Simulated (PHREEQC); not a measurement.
Solution A (29 mmol/kgw KH2PO4, 1.2 mmol/kgw HNO3 and 0.059 mmol/kgw NiSO4) is mixed with solution B (0.0087 mol CuCl2 and 0.00013 mol H3BO3 per kg of water) at 30 °C; shares are by mass of water, 1 kg in all. Oxygen is held at 0.21 atm. No CO2 enters from the air. Solids allowed: Cu(OH)2, Brochantite, Antlerite, Atacamite, Cu2(OH)3NO3, Cu3(PO4)2:3H2O, Ni(OH)2, Ni3(PO4)2, Ni4(OH)6SO4, Chalcanthite, Morenosite. Others were left out.

Equilibrium calculation in PHREEQC: ion-association model, wateq4f.dat.

```tsv
share of solution B	pH	Atacamite (mol)	Cu3(PO4)2:3H2O (mol)
0	3.60	0	0
0.1	3.62	0	0
0.15	3.62	0	0
0.25	3.64	0	0
0.3	…	0	0
0.4	…	0	0
0.45	…	0	0
0.55	…	0	0
0.6	3.74	0	0
0.7	3.79	0	0
0.75	…	0	0
0.85	…	0	0
0.9	…	0	…
1	4.53	8.08e-6	0
```

Problem. Fill in the missing entries.

Solution. 
- 0.3, pH: 3.65
- 0.4, pH: 3.67
- 0.45, pH: 3.68
- 0.55, pH: 3.71
- 0.75, pH: 3.84
- 0.85, pH: 3.97
- 0.9, pH: 4.05
- 0.9, Cu3(PO4)2:3H2O (mol): 2.61e-6

H3PO4, which wateq4f.dat lacks, is added to it with the constant of phreeqc.dat. The database has no phosphate complexes of Cu, Ni.
